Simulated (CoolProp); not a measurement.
Nitrogen along the isotherm -173.85 °C: Z from the reference equation and from simpler models built on Tc = -147.0 °C, pc = 33.96 bar, ω = 0.037; each cubic takes its own stable root.

The numbers come from the reference Helmholtz-energy equation of state, Span 2000 in CoolProp.

| p (bar) | phase | reference | Soave-Redlich-Kwong | Peng-Robinson |
|---|---|---|---|---|
| 0.268 | gas | 0.9947 | 0.9947 | 0.9943 |
| 0.509 | gas | 0.9899 | 0.9899 | 0.9892 |
| 0.965 | gas | 0.9807 | 0.9808 | 0.9794 |
| 1.83 | gas | 0.9628 | 0.9630 | ? |
| 3.47 | gas | 0.9269 | 0.9277 | 0.9231 |
| 6.57 | gas | 0.8502 | ? | 0.8452 |
| 12.5 | liquid | 0.06088 | 0.06262 | 0.05528 |
| 23.6 | liquid | 0.1139 | 0.1165 | 0.1030 |
| 44.8 | liquid | ? | ? | 0.1914 |
| 84.9 | liquid | ? | 0.3954 | ? |

Question: Some entries are withheld; supply them.

Answer: 
- 1.83, Peng-Robinson: 0.9605
- 6.57, Soave-Redlich-Kwong: 0.8538
- 44.8, reference: 0.2130
- 44.8, Soave-Redlich-Kwong: 0.2160
- 84.9, reference: 0.3940
- 84.9, Peng-Robinson: 0.3513
